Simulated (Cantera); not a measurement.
A freely propagating, adiabatic, planar premixed flame of 15.4 % CH3OH, 17.7 % O2, 66.9 % N2, equivalence ratio 1.3, unburnt at 700 K and 0.450 bar; mixture-averaged transport, grid criteria slope 0.08 and curve 0.16, no radiation.

Model: GRI-Mech 3.0 (53 species, 325 reactions), integrated in Cantera. GRI-Mech 3.0 was tuned for natural gas; its chemistry of methanol as a main component is partial and can be far from experiment. Burning velocities carry a grid error of a few per cent, more on coarse grids.

Q: Predict: laminar burning velocity; thermal thickness; peak x(C2H6); peak x(H2O2); peak x(C2H).

A: 
| Property | Value |
|---|---|
| laminar burning velocity | 227 cm/s |
| thermal thickness | 0.435 mm |
| peak x(C2H6) | 9.67e-7 |
| peak x(H2O2) | 0.00174 |
| peak x(C2H) | 1.29e-8 |
